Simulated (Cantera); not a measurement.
Input (Python, Cantera):

```python
import numpy as np
import cantera as ct

gas = ct.Solution("gri30.yaml")
gas.TPX = 1975, 180000, {'CH4': 1, 'CO2': 11}
reactor = ct.IdealGasConstPressureReactor(gas, energy="off", clone=False)
net = ct.ReactorNet([reactor])
net.rtol, net.atol = 1e-08, 1e-18
show = ['CH4', 'CO2', 'OH', 'C2H4', 'H2O']
times = np.geomspace(0.0001, 100, 12)

steps = ct.SolutionArray(gas, extra=["t"])
rows = []
print(f"{'t/s':>10s}{'T/K':>9s}{'P/Pa':>11s}" + "".join(f"{s:>11s}" for s in show))
for t in times:
    while net.time < t:
        t_next = net.step()
        steps.append(gas.state, t=t_next)
    rows.append([np.interp(t, steps.t, y) for y in (steps.T, steps.P, *steps(*show).X.T)])
    print(f"{t:10.3e}{rows[-1][0]:9.1f}{rows[-1][1]:11.4g}" + "".join(f"{x:11.3e}" for x in rows[-1][2:]))
rate = np.gradient(steps.T, steps.t)
print("integrator steps:", len(steps.t))
if steps.T.max() > steps.T[0] + 200:
    print(f"time of steepest temperature rise: {steps.t[rate.argmax()]:.4e} s")
gas.TPX = 1975, 180000, {'CH4': 1, 'CO2': 11}
gas.equilibrate("TP")
print(f"equilibrium (TP): T = {gas.T:.1f} K  " + "  ".join(f"{s} {gas[s].X[0]:.3e}" for s in show))
```

Output:

```
       t/s      T/K       P/Pa        CH4        CO2         OH       C2H4        H2O
 1.000e-04   1975.0    1.8e+05  5.131e-02  8.787e-01  2.707e-05  5.149e-03  1.265e-02
 3.511e-04   1975.0    1.8e+05  2.128e-02  7.922e-01  4.408e-05  1.213e-03  5.806e-02
 1.233e-03   1975.0    1.8e+05  3.086e-03  6.979e-01  6.619e-05  9.016e-05  1.098e-01
 4.329e-03   1975.0    1.8e+05  5.154e-04  6.298e-01  8.029e-05  5.541e-06  1.234e-01
 1.520e-02   1975.0    1.8e+05  4.155e-05  5.865e-01  7.114e-05  8.908e-08  1.291e-01
 5.337e-02   1975.0    1.8e+05  9.099e-13  5.848e-01  1.091e-04  1.596e-18  1.293e-01
 1.874e-01   1975.0    1.8e+05  9.091e-13  5.848e-01  1.091e-04  6.729e-20  1.293e-01
 6.579e-01   1975.0    1.8e+05  9.091e-13  5.848e-01  1.091e-04  6.729e-20  1.293e-01
 2.310e+00   1975.0    1.8e+05  9.091e-13  5.848e-01  1.091e-04  6.729e-20  1.293e-01
 8.111e+00   1975.0    1.8e+05  9.091e-13  5.848e-01  1.091e-04  6.729e-20  1.293e-01
 2.848e+01   1975.0    1.8e+05  9.091e-13  5.848e-01  1.091e-04  6.729e-20  1.293e-01
 1.000e+02   1975.0    1.8e+05  9.091e-13  5.848e-01  1.091e-04  6.729e-20  1.293e-01
integrator steps: 1859
equilibrium (TP): T = 1975.0 K  CH4 9.534e-13  CO2 5.848e-01  OH 1.091e-04  C2H4 6.890e-20  H2O 1.293e-01
```

Model: GRI-Mech 3.0 (53 species, 325 reactions), integrated in Cantera.
